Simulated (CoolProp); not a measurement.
Tetrahydrofuran along the isobar 3.08 bar: density (kg/m³) from the reference equation and from simpler models built on Tc = 540.2 K, pc = 53.04 bar, ω = 0.234; each cubic takes its own stable root.

The numbers come from the reference Helmholtz-energy equation of state, Fiedler 2023 in CoolProp.

| T (K) | phase | reference | van der Waals | Redlich-Kwong | Soave-Redlich-Kwong | Peng-Robinson |
|---|---|---|---|---|---|---|
| 348.3 | liquid | 825.2 | 8.073 | 744.1 | 767.6 | 867.7 |
| 355.7 | liquid | 816.3 | 7.885 | 734.7 | 758.9 | 858.2 |
| 363.2 | liquid | 807.3 | 7.703 | 7.847 | 749.8 | 848.3 |
| 370.6 | liquid | 798.1 | 7.533 | 7.662 | 740.4 | 838.1 |
| 385.5 | gas | 7.371 | 7.213 | 7.316 | 7.356 | 7.378 |
| 393 | gas | 7.202 | 7.062 | 7.155 | 7.191 | 7.212 |
| 400.4 | gas | 7.045 | 6.920 | 7.004 | 7.035 | 7.056 |
| 407.9 | gas | 6.893 | 6.782 | 6.857 | 6.885 | 6.906 |
| 415.3 | gas | 6.750 | 6.651 | 6.719 | 6.744 | 6.764 |
| 422.8 | gas | 6.612 | 6.524 | 6.585 | 6.607 | 6.626 |

At some of these states van der Waals, Redlich-Kwong gives the other phase, because its saturation line lies elsewhere.
